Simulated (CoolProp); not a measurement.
Properties of nitrogen along the isobar 1.01 bar (Tc = -147.0 °C, pc = 33.96 bar, ω = 0.037).

The numbers come from the reference Helmholtz-energy equation of state, Span 2000 in CoolProp.

```json
[
 {"T (°C)": "-201.55", "phase": "liquid", "Z": "0.005714", "expansivity (1/kK)": "(withheld)", "conductivity (mW/(m K))": "156", "Prandtl number": "2.65", "fugacity coefficient": "0.4693"},
 {"T (°C)": "-167.95", "phase": "gas", "Z": "0.9829", "expansivity (1/kK)": "9.994", "conductivity (mW/(m K))": "9.88", "Prandtl number": "0.788", "fugacity coefficient": "0.9832"},
 {"T (°C)": "-134.35", "phase": "gas", "Z": "0.9926", "expansivity (1/kK)": "7.371", "conductivity (mW/(m K))": "13.0", "Prandtl number": "(withheld)", "fugacity coefficient": "0.9926"},
 {"T (°C)": "-100.75", "phase": "gas", "Z": "0.9963", "expansivity (1/kK)": "5.874", "conductivity (mW/(m K))": "16.0", "Prandtl number": "0.746", "fugacity coefficient": "0.9963"},
 {"T (°C)": "-67.15", "phase": "gas", "Z": "0.9981", "expansivity (1/kK)": "4.892", "conductivity (mW/(m K))": "18.8", "Prandtl number": "(withheld)", "fugacity coefficient": "0.9981"},
 {"T (°C)": "-33.55", "phase": "gas", "Z": "0.9990", "expansivity (1/kK)": "4.194", "conductivity (mW/(m K))": "21.4", "Prandtl number": "(withheld)", "fugacity coefficient": "0.9990"},
 {"T (°C)": "0.05", "phase": "gas", "Z": "0.9995", "expansivity (1/kK)": "3.673", "conductivity (mW/(m K))": "24.0", "Prandtl number": "0.722", "fugacity coefficient": "0.9995"},
 {"T (°C)": "33.65", "phase": "gas", "Z": "0.9999", "expansivity (1/kK)": "3.267", "conductivity (mW/(m K))": "26.5", "Prandtl number": "0.716", "fugacity coefficient": "0.9999"},
 {"T (°C)": "67.25", "phase": "gas", "Z": "1.000", "expansivity (1/kK)": "2.943", "conductivity (mW/(m K))": "(withheld)", "Prandtl number": "0.712", "fugacity coefficient": "1.000"},
 {"T (°C)": "100.85", "phase": "gas", "Z": "1.000", "expansivity (1/kK)": "2.677", "conductivity (mW/(m K))": "31.1", "Prandtl number": "0.709", "fugacity coefficient": "1.000"},
 {"T (°C)": "134.45", "phase": "gas", "Z": "1.000", "expansivity (1/kK)": "2.455", "conductivity (mW/(m K))": "(withheld)", "Prandtl number": "0.707", "fugacity coefficient": "1.000"}
]
```

Fill in the missing entries.


- -201.55, expansivity (1/kK): 5.230
- -134.35, Prandtl number: 0.760
- -67.15, Prandtl number: 0.735
- -33.55, Prandtl number: 0.728
- 67.25, conductivity (mW/(m K)): 28.8
- 134.45, conductivity (mW/(m K)): 33.3

Viscosity comes from a separate model (Lemmon 2004). Thermal conductivity comes from a separate model (Lemmon 2004).
